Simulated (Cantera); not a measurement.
A closed system holds: 1 mol Na₂CO₃, 0.31 mol H₂O, 1.8 mol CO₂, at 0.0133 bar.

These are equilibrium values from Cantera (NASA tables, ideal gas, pure condensed phases), not measurements of a reactor. Candidate condensed phases: C, C₆H₆, C₇H₈, C₈H₁₈, H₂O, Na, NaOH, NaO₂, Na₂CO₃, Na₂O, Na₂O₂; 117 gas species. Kinetics and transport are ignored.

### Question
Which condensed phases are stable at each of these points (T (K)): 1298, 1348, 1398, 1448, 1498, 1548, 1598, 1648, 1698?

### Answer
```csv
T (K),condensed phases,Na condensed (%)
1298,Na₂CO₃(l),98.8
1348,Na₂CO₃(l),97.0
1398,Na₂CO₃(l),93.3
1448,Na₂CO₃(l),85.8
1498,Na₂CO₃(l),72.3
1548,Na₂CO₃(l),45.9
1598,gas only,0.0
1648,gas only,0.0
1698,gas only,0.0
```

From 1298 K to 1548 K the condensed part is Na₂CO₃(l). From 1598 K to 1698 K nothing is condensed.
